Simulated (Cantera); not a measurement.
A closed system holds: 1 mol Si₃N₄, 0.28 mol O₂, 93 mol H₂, held at 0.00133 bar.

These are equilibrium values from Cantera (NASA tables, ideal gas, pure condensed phases), not measurements of a reactor. Candidate condensed phases: H₂O, Si, SiO₂, Si₂N₂O, Si₃N₄; 35 gas species. Mutual solubility and eutectic melting of coexisting phases are not modelled. Gases not in the tables: Si₂H₆ and higher silanes. Equilibrium is a limit: real reactors are often held back by kinetics, nucleation or transport.

Question: Which condensed phases are stable at each of these points (T (°C)): 1052, 1102, 1152, 1202, 1252, 1302, 1352, 1402, 1452, 1502, 1552, 1602?

Answer: 
```json
[
 {"T (°C)": "1052", "condensed phases": "Si₂N₂O(s) + Si₃N₄(s)", "Si condensed (%)": "100.0"},
 {"T (°C)": "1102", "condensed phases": "Si(s) + Si₂N₂O(s) + Si₃N₄(s)", "Si condensed (%)": "99.9"},
 {"T (°C)": "1152", "condensed phases": "Si(s) + Si₂N₂O(s) + Si₃N₄(s)", "Si condensed (%)": "99.7"},
 {"T (°C)": "1202", "condensed phases": "Si(s) + Si₂N₂O(s)", "Si condensed (%)": "98.5"},
 {"T (°C)": "1252", "condensed phases": "Si(s) + Si₂N₂O(s)", "Si condensed (%)": "88.4"},
 {"T (°C)": "1302", "condensed phases": "Si(s)", "Si condensed (%)": "81.2"},
 {"T (°C)": "1352", "condensed phases": "Si(s)", "Si condensed (%)": "80.9"},
 {"T (°C)": "1402", "condensed phases": "Si(s)", "Si condensed (%)": "80.2"},
 {"T (°C)": "1452", "condensed phases": "Si(l)", "Si condensed (%)": "78.7"},
 {"T (°C)": "1502", "condensed phases": "Si(l)", "Si condensed (%)": "75.6"},
 {"T (°C)": "1552", "condensed phases": "Si(l)", "Si condensed (%)": "69.5"},
 {"T (°C)": "1602", "condensed phases": "Si(l)", "Si condensed (%)": "57.9"}
]
```

At 1052 °C the condensed part is Si₂N₂O(s) + Si₃N₄(s). From 1102 °C to 1152 °C the condensed part is Si(s) + Si₂N₂O(s) + Si₃N₄(s). From 1202 °C to 1252 °C the condensed part is Si(s) + Si₂N₂O(s). From 1302 °C to 1402 °C the condensed part is Si(s). From 1452 °C to 1602 °C the condensed part is Si(l).
